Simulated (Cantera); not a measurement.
# Thermodynamics of iron carbonyl, mercury and lead vapours, feed Pb + N₂

Input: 1 mol Pb, 3.5 mol N₂, held at 0.580 bar.

Method: chemical equilibrium by Gibbs-energy minimisation in Cantera with the NASA 1993 tables (ideal gas, pure condensed phases). Candidate condensed phases: Pb; 4 gas species. Equilibrium is a limit: real reactors are often held back by kinetics, nucleation or transport.

```csv
T (°C),x N₂,x Pb,x Pb₂,n Pb(s),n Pb(l)
250,1.00,<1e-12,<1e-12,1.00,0
350,1.00,3.58e-11,<1e-12,0,1.00
450,1.00,5.34e-9,<1e-12,0,1.00
550,1.00,2.32e-7,<1e-12,0,1.000
650,1.000,4.37e-6,3.94e-12,0,1.000
750,1.000,4.60e-5,2.03e-10,0,1.000
850,1.000,0.000315,5.06e-9,0,0.999
950,0.998,0.00156,7.34e-8,0,0.995
1050,0.994,0.00606,7.01e-7,0,0.979
1150,0.981,0.0193,4.82e-6,0,0.931
1250,0.947,0.0527,2.55e-5,0,0.805
1350,0.873,0.126,0.000109,0,0.492
```
x: gas mole fraction; n: condensed amount in mol.

At 250 °C the condensed part is Pb(s). From 350 °C to 1350 °C the condensed part is Pb(l).
